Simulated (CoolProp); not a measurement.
R1224YDZ along the isobar 171 bar: fugacity coefficient from the reference equation and from simpler models built on Tc = 155.5 °C, pc = 33.34 bar, ω = 0.325; each cubic takes its own stable root.

The numbers come from the reference Helmholtz-energy equation of state, Akasaka 2023 in CoolProp.

| T (°C) | phase | reference |
|---|---|---|
| 38.05 | liquid | 0.02529 |
| 54.25 | liquid | 0.03937 |
| 70.45 | liquid | 0.05792 |
| 86.65 | liquid | 0.08124 |
| 102.85 | liquid | 0.1094 |
| 119.05 | liquid | 0.1421 |
| 135.25 | liquid | 0.1790 |
| 151.45 | liquid | 0.2195 |
| 167.65 | supercritical | 0.2629 |
| 183.85 | supercritical | 0.3084 |
| 199.95 | supercritical | 0.3549 |

Task: How far does each simpler model (Soave-Redlich-Kwong, Peng-Robinson) lie from the reference over these 11 states: mean and median of the absolute difference, and the worst?

Result: 
- Soave-Redlich-Kwong: mean 10.5 %, median 10.7 %, worst +11.3 % at 183.85 °C and 171 bar
- Peng-Robinson: mean 0.6 %, median 0.6 %, worst -1.1 % at 54.25 °C and 171 bar
